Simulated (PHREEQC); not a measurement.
A solution holds 0.00186 mol TMAH and 0.000162 mol H4SiO4 per kg of water, at 25 °C and 10 atm. Closed to the air; pH follows from the charge balance.

Computed with PHREEQC (ion-association model, phreeqc.dat).

```yaml
pH: 11.20
ionic_strength: 0.00186 mol/kgw
total_alkalinity: 1.86 meq/kg
```

```csv
species,molality,activity,log γ
(CH3)4N+,0.00186,0.00177,-0.021
OH-,0.00170,0.00162,-0.021
H3SiO4-,0.000154,0.000147,-0.021
H4SiO4,6.20e-6,6.20e-6,0.000
H2SiO4-2,1.93e-6,1.60e-6,-0.082
```

Precipitation was switched off in this run. Species that the database lacks are ignored. (CH3)4N+ isn't in the database: it is added as a free cation with an ion size of 4 Å.
